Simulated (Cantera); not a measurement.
An isothermal, constant-pressure homogeneous reactor starts with H₂ : O₂ : N₂ = 0.015 : 1 : 5 (molar parts), at 1398 K and 350 Pa.

Model: the H2/O2 subset of GRI-Mech 3.0, which has no nitrogen chemistry, integrated in Cantera. Radical loss at walls, strong at low pressure, is not modelled.

Predict: x(H₂) at 8.00 s; x(O₂) at 8.00 s; x(OH) at 8.00 s; x(H) at 8.00 s; x(H₂O) at 8.00 s; x(HO₂) at 8.00 s.


- x(H₂) at 8.00 s: 1.07e-5 (gas-phase equilibrium 4.56e-8)
- x(O₂) at 8.00 s: 0.164 (gas-phase equilibrium 0.165)
- x(OH) at 8.00 s: 0.000282 (gas-phase equilibrium 1.85e-5)
- x(H) at 8.00 s: 6.60e-5 (gas-phase equilibrium 1.72e-8)
- x(H₂O) at 8.00 s: 0.00231 (gas-phase equilibrium 0.00249)
- x(HO₂) at 8.00 s: 2.35e-8 (gas-phase equilibrium 2.85e-9)
